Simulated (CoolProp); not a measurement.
A closed Brayton cycle with dry air: compressor inlet 325.15 K and 3.5 MPa, high pressure 10.5 MPa, turbine inlet 750 K, compressor efficiency 0.85, turbine efficiency 0.9, recuperator effectiveness 0.8 (on enthalpy, no pinch check). Each further row changes one setting.

Values from CoolProp's reference Helmholtz-energy equation of state, Lemmon 2000. It is a pseudo-pure fit of the blend.

```json
[
 {"case": "as stated", "thermal efficiency (%)": "___", "net work (kJ/kg)": "44.6", "compressor to turbine work": "0.76", "compressor exit (K)": "466.7", "turbine exit (K)": "576.4"},
 {"case": "turbine inlet 700 K", "thermal efficiency (%)": "16.4", "net work (kJ/kg)": "31.8", "compressor to turbine work": "___", "compressor exit (K)": "466.7", "turbine exit (K)": "536.3"},
 {"case": "compressor inlet 335.15 K", "thermal efficiency (%)": "___", "net work (kJ/kg)": "___", "compressor to turbine work": "0.79", "compressor exit (K)": "480.8", "turbine exit (K)": "576.4"},
 {"case": "high pressure 8.92 MPa", "thermal efficiency (%)": "___", "net work (kJ/kg)": "44.4", "compressor to turbine work": "0.73", "compressor exit (K)": "442.9", "turbine exit (K)": "599.4"},
 {"case": "recuperator effectiveness 0.5", "thermal efficiency (%)": "17.9", "net work (kJ/kg)": "44.6", "compressor to turbine work": "0.76", "compressor exit (K)": "466.7", "turbine exit (K)": "576.4"}
]
```

Question: What belongs in the gaps?

Answer: 
- as stated, thermal efficiency (%): 20.7
- turbine inlet 700 K, compressor to turbine work: 0.82
- compressor inlet 335.15 K, thermal efficiency (%): 18.9
- compressor inlet 335.15 K, net work (kJ/kg): 40.0
- high pressure 8.92 MPa, thermal efficiency (%): 22.2
